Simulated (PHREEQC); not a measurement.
Solution (25 °C): 0.052 mol HF, 4.8e-06 mol NH4F, 0.0011 mol (NH4)2SiF6 and 0.00018 mol H3PO4 per kg of water. Closed to the air; pH follows from the charge balance.

The numbers come from PHREEQC with the ion-association model, phreeqc.dat.

Precipitation was switched off in this run.

Problem. Order these F species by the share of F that they hold, largest first: F-, SiF6-2, HF, HF2-.

Solution. HF (76 %), SiF6-2 (11 %), F- (9.4 %), HF2- (3.2 %)

The pH is 2.22 and the ionic strength 0.00987 mol/kgw. Complexes and solids missing from the database can't appear. SiF6-2 is the database's only silicon fluoride.
